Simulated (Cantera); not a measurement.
An isothermal, constant-pressure homogeneous reactor starts with NO : N₂ = 1 : 0.28 (molar parts), at 1700 K and 0.316 atm. Integrator tolerance rtol = 1e-08.

Detailed kinetics in Cantera: GRI-Mech 3.0 (53 species, 325 reactions).

**Question.** What does this change do: temperature 1700 to 1548 K?

**Answer.** 
```tsv
quantity	before	after
x(NO) at 80.0 s	0.126 (gas-phase equilibrium 0.00348)	0.462 (gas-phase equilibrium 0.00185)
x(O₂) at 80.0 s	0.327 (gas-phase equilibrium 0.389)	0.159 (gas-phase equilibrium 0.390)
x(O) at 80.0 s	4.57e-5 (gas-phase equilibrium 4.96e-5)	5.51e-6 (gas-phase equilibrium 8.47e-6)
x(N₂O) at 80.0 s	5.58e-6 (gas-phase equilibrium 1.01e-7)	6.94e-5 (gas-phase equilibrium 5.56e-8)
x(N₂) at 80.0 s	0.546 (gas-phase equilibrium 0.608)	0.378 (gas-phase equilibrium 0.608)
```

**Question.** What does this change do: pressure from 0.316 atm to 0.0132 atm?

**Answer.** 
| quantity | before | after |
|---|---|---|
| x(NO) at 80.0 s | 0.126 (gas-phase equilibrium 0.00348) | 0.653 (gas-phase equilibrium 0.00348) |
| x(O₂) at 80.0 s | 0.327 (gas-phase equilibrium 0.389) | 0.0640 (gas-phase equilibrium 0.389) |
| x(O) at 80.0 s | 4.57e-5 (gas-phase equilibrium 4.96e-5) | 0.000114 (gas-phase equilibrium 0.000243) |
| x(N₂O) at 80.0 s | 5.58e-6 (gas-phase equilibrium 1.01e-7) | 0.000125 (gas-phase equilibrium 2.06e-8) |
| x(N₂) at 80.0 s | 0.546 (gas-phase equilibrium 0.608) | 0.283 (gas-phase equilibrium 0.608) |
Radical loss at walls, strong at low pressure, is not modelled.
